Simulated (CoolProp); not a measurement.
Saturation properties of ethylene.

Values from CoolProp's reference Helmholtz-energy equation of state, Smukala 2000.

```tsv
T (K)	p (MPa)	liquid density (kg/m³)	enthalpy of vaporisation (kJ/kg)	vapour Z
149	0.02532	596.0	510.4	0.9878
152.7	0.03360	590.9	505.5	0.9850
156.4	0.04392	585.9	500.6	0.9818
160.1	0.05661	580.7	495.5	0.9781
163.9	0.07250	575.4	490.2	0.9739
167.6	0.09113	570.2	485.0	0.9692
171.3	0.1133	564.9	479.6	0.9641
175	0.1394	559.5	474.1	0.9584
178.7	0.1700	554.1	468.5	0.9521
182.4	0.2054	548.6	462.7	0.9453
186.1	0.2461	543.0	456.7	0.9379
189.9	0.2941	537.2	450.4	0.9297
```

It boils at 169.4 K under 1 atm.
